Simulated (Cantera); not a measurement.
Feed: 1 mol C3H6, 0.63 mol CO2, 3.2 mol N2, at 1223 K and 101000 Pa.

These are equilibrium values from Cantera (NASA tables, ideal gas, pure condensed phases), not measurements of a reactor. Candidate condensed phases: C, C6H6, C7H8, C8H18, H2O; 136 gas species. Rates play no part.

Base state: N2 0.431, H2 0.398, CO 0.167, CH4 0.00214, H2O 0.00136, CO2 0.000391, HCN 3.96e-5, NH3 2.87e-5 (mole fractions); condensed: C(graphite).

What changes in the equilibrium state with this change: N2 from 3.2 to 32 mol?


```json
[
 {"species": "N2", "before": "0.431", "after": "0.883"},
 {"species": "H2", "before": "0.398", "after": "0.0825"},
 {"species": "CO", "before": "0.167", "after": "0.0347"},
 {"species": "CO2", "before": "0.000391", "after": "1.67e-5"},
 {"species": "H2O", "before": "0.00136", "after": "5.82e-5"},
 {"species": "CH4", "before": "0.00214", "after": "9.19e-5"},
 {"species": "NH3", "before": "2.87e-5", "after": "3.88e-6"},
 {"species": "HCN", "before": "3.96e-5", "after": "2.58e-5"},
 {"species": "C(graphite), mol", "before": "2.37", "after": "2.37"}
]
```
